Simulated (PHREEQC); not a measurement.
Dissolve 2.8 mol LiCl and 0.91 mol KBr per kg of water at 15 °C. Closed to the air; pH follows from the charge balance.

All values are PHREEQC results (Pitzer model, pitzer.dat), not measurements.

No solid was allowed to form.

Problem. Estimate the activity of water, density.

Solution. activity of water 0.838; density 1.127 g/cm³.
